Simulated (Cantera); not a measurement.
What does this Cantera script print?

```python
import numpy as np
import cantera as ct

gas_names = """
    Cu CuF CuF2 CuO Cu2 F FO FO2 F2 F2O H HF HNO HNO2 HNO3 HOF HO2 H2 H2F2 H2O H2O2 H3F3 H4F4 H5F5 H6F6
    H7F7 N NF NF2 NF3 NH NH2 NH3 NH2OH NO NO2 NO3 N2 N2H2 N2H4 N2O O OH O2 O3
""".split()
cond_names = """
    Cu(cr) Cu(L) CuF2(s) CuF2(L) CuO(s) CuO2H2(s) Cu2O(s) Cu2O(L) H2O(s) H2O(L)
""".split()


def load(file, names, dense=False):
    # The tables refer to 1 bar. Condensed volumes are neglected.
    table = {s.name: s for s in ct.Species.list_from_file(file)}
    out = []
    for n in names:
        d = dict(table[n].input_data)
        d["thermo"] = dict(d["thermo"], **{"reference-pressure": 1e5})
        if dense:
            d["equation-of-state"] = {"model": "constant-volume", "density": "1e6 g/cm^3"}
        out.append(ct.Species.from_dict(d))
    return out


gas = ct.Solution(thermo="ideal-gas", species=load("nasa_gas.yaml", gas_names))
cond = {s.name: ct.Solution(thermo="fixed-stoichiometry", species=[s], name=s.name)
        for s in load("nasa_condensed.yaml", cond_names, dense=True)}
atoms = {
    'CuF2': {'Cu': 1, 'F': 2},
    'O2': {'O': 2},
    'N2': {'N': 2},
    'H2O': {'H': 2, 'O': 1},
}
top_T = {'CuO(s)': 1390}  # K; cautious upper limits of use, not melting points


def equilibrate(T, P, feed):
    n = {}
    for name, mol in feed.items():
        for a, k in atoms[name].items():
            n[a] = n.get(a, 0.0) + k * mol
    gas.TPX = T, P, n
    mass = sum(n.values()) * gas.mean_molecular_weight
    gas.equilibrate("TP")
    valid = [c for c in cond.values() if c.min_temp <= T <= top_T.get(c.name, c.max_temp)]
    mix = ct.Mixture([(gas, mass / gas.mean_molecular_weight)] + [(c, 0.0) for c in valid])
    mix.T, mix.P = T, P
    mix.equilibrate("TP", solver="vcs", rtol=1e-11, max_steps=5000)
    return mix


results = []
feed = {'CuF2': 1, 'O2': 0.46, 'N2': 49, 'H2O': 1.5}  # mol
P = 21000  # Pa
for T in [1200, 1275, 1350, 1425, 1500, 1575, 1650, 1725, 1800, 1875, 1950, 2025]:
    mix = equilibrate(T, P, feed)
    results.append((T, P, feed, dict(zip(mix.species_names, mix.species_moles))))

top = {s: max(r[3][s] / sum(r[3][g] for g in gas_names) for r in results) for s in gas_names}
cols = sorted((s for s in top if top[s] > 1e-05), key=lambda s: -top[s])[:8]
seen = [c for c in cond_names if any(r[3].get(c, 0) > 1e-12 for r in results)]
print("log10 of partial pressures in bar; condensed amounts in mol")
print(f"{'T/K':>10s}" + "".join(f"{s[:9]:>10s}" for s in cols + seen))
for T, P, feed, n in results:
    ng = sum(n[g] for g in gas_names)
    print(f"{T:10.4g}" + "".join(f"{np.log10(max(n[s] / ng * P / 1e5, 1e-99)):10.3f}" for s in cols)
          + "".join(f"{n.get(c, 0):10.4g}" for c in seen))
```

Result:

```
log10 of partial pressures in bar; condensed amounts in mol
       T/K        N2        HF        O2       H2O        Cu       CuF        NO        OH     Cu(L)   Cu2O(s)   Cu2O(L)
      1200    -0.705    -2.095    -2.545    -2.696    -9.042    -5.621    -4.943    -6.839         0    0.4997         0
      1275    -0.705    -2.095    -2.546    -2.696    -7.981    -5.076    -4.709    -6.422         0    0.4989         0
      1350    -0.705    -2.096    -2.547    -2.694    -7.040    -4.595    -4.502    -6.051         0    0.4968         0
      1425    -0.705    -2.098    -2.548    -2.690    -6.201    -4.171    -4.316    -5.717         0    0.4915         0
      1500    -0.706    -2.103    -2.550    -2.680    -5.448    -3.797    -4.149    -5.415         0    0.4797         0
      1575    -0.706    -2.112    -2.552    -2.665    -4.810    -3.510    -3.999    -5.138         0         0    0.4595
      1650    -0.706    -2.125    -2.554    -2.644    -4.243    -3.271    -3.862    -4.882         0         0    0.4261
      1725    -0.707    -2.145    -2.554    -2.616    -3.728    -3.068    -3.736    -4.644         0         0    0.3697
      1800    -0.709    -2.173    -2.522    -2.583    -3.266    -2.896    -3.606    -4.414    0.1709         0     0.187
      1875    -0.711    -2.197    -2.491    -2.561    -2.905    -2.797    -3.486    -4.206    0.2814         0         0
      1950    -0.714    -2.207    -2.504    -2.559    -2.651    -2.772    -3.395    -4.034         0         0         0
      2025    -0.714    -2.184    -2.502    -2.591    -2.589    -2.871    -3.304    -3.888         0         0         0
```

Equilibrium computed with Cantera from the NASA thermochemical tables; the gas is ideal and each condensed phase is pure. Each liquid is taken as pure. Mutual solubility and eutectic melting of coexisting phases are not modelled.
